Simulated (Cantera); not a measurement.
Input: 1 mol Si, 0.016 mol H2O, 98 mol N2, equilibrated at 1798.15 K and 0.000220 bar.

These are equilibrium values from Cantera (NASA tables, ideal gas, pure condensed phases), not measurements of a reactor. Candidate condensed phases: H2O, Si, SiO2, Si2N2O, Si3N4; 35 gas species. The tables' values for SiN are old estimates; treat these amounts as uncertain. Kinetics and transport are ignored.

Question: What is the equilibrium state?

Answer: 
| Property | Result |
|---|---|
| x(N2) | 0.990 |
| x(Si) | 0.00964 |
| x(H) | 0.000192 |
| x(SiO) | 0.000162 |
| x(Si2N) | 7.00e-5 |
| x(H2) | 6.51e-5 |
| x(SiN) | 6.33e-5 |
| x(Si2) | 3.97e-5 |
| x(Si3) | 6.49e-6 |
| gas amount | 99.01 mol |
| log10 activity of Si(l) (absent) | -0.16 |
